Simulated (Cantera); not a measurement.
Input (Python, Cantera) and output of one run.

```python
import numpy as np
import cantera as ct

gas_names = [...]  # 110 gases of nasa_gas.yaml made of C, F, H
cond_names = """
    C(gr) C6H6(L) C7H8(L) C8H18(L),n-octa
""".split()


# ... load() reads the species with a 1 bar reference pressure and builds the phases ...
atoms = {
    'CH2F2': {'C': 1, 'H': 2, 'F': 2},
    'H2': {'H': 2},
}
top_T = {'C(gr)': 4500}  # K; cautious upper limits of use, not melting points


# ... equilibrate(T, P, feed) seeds the gas with the atoms and calls Mixture.equilibrate('TP', solver="vcs", rtol=1e-11, max_steps=5000) ...
results = []
feed = {'CH2F2': 1, 'H2': 0.062}  # mol
P = 27  # Pa
for T in [2000, 2500, 3000, 3500, 4000, 4500, 5000]:
    mix = equilibrate(T, P, feed)
    results.append((T, P, feed, dict(zip(mix.species_names, mix.species_moles))))

top = {s: max(r[3][s] / sum(r[3][g] for g in gas_names) for r in results) for s in gas_names}
cols = sorted((s for s in top if top[s] > 1e-05), key=lambda s: -top[s])[:9]
seen = [c for c in cond_names if any(r[3].get(c, 0) > 1e-12 for r in results)]
print("log10 of partial pressures in bar; condensed amounts in mol")
print(f"{'T/K':>10s}" + "".join(f"{s[:9]:>10s}" for s in cols + seen))
for T, P, feed, n in results:
    ng = sum(n[g] for g in gas_names)
    print(f"{T:10.4g}" + "".join(f"{np.log10(max(n[s] / ng * P / 1e5, 1e-99)):10.3f}" for s in cols)
          + "".join(f"{n.get(c, 0):10.4g}" for c in seen))
```

It prints:

```
log10 of partial pressures in bar; condensed amounts in mol
       T/K        HF         H         F         C        C3        H2        C2        CF  Electron     C(gr)
      2000    -3.585    -5.397    -7.152   -10.517   -10.557    -5.216   -11.630    -9.486   -15.620    0.9999
      2500    -3.637    -4.595    -4.921    -6.779    -6.304    -5.991    -7.339    -6.407   -11.649    0.9816
      3000    -4.286    -4.021    -4.076    -4.751    -4.873    -6.440    -5.410    -5.468    -9.524         0
      3500    -5.609    -3.954    -3.983    -4.295    -6.838    -7.451    -6.021    -6.306    -8.693         0
      4000    -6.718    -3.951    -3.978    -4.279    -9.295    -8.308    -7.132    -7.330    -7.886         0
      4500    -7.590    -3.951    -3.977    -4.279   -11.244    -8.980    -8.022    -8.145    -7.058         0
      5000    -8.290    -3.952    -3.978    -4.282   -12.813    -9.520    -8.741    -8.804    -6.375         0
```

These are equilibrium values from Cantera (NASA tables, ideal gas, pure condensed phases), not measurements of a reactor.
